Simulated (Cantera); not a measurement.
An isothermal, constant-pressure homogeneous reactor starts with CH₄ : H₂O = 1 : 0.3 (molar parts), at 1625 K and 10.0 bar.

Computed with Cantera and GRI-Mech 3.0 (53 species, 325 reactions). GRI-Mech 3.0 stops at C3 and has no aromatics, soot or wall deposition, so with more carbon than oxygen in the feed, carbon stays in small species such as C2H2 where larger ones or solid carbon would form.

One state of this run: x CH₄ = 0.214; x H₂O = 1.39e-5; x CH₃ = 0.000128; x C₂H₄ = 0.0201; x CO = 0.143; x C₂H₂ = 0.0386; x H₂ = 0.584. x: mole fraction; the columns are a selection and need not sum to one.

Task: Which value of t (s) does it belong to?
A. 0.399
B. 71.0
C. 0.000795
D. 0.0502

Result: B, 71.0
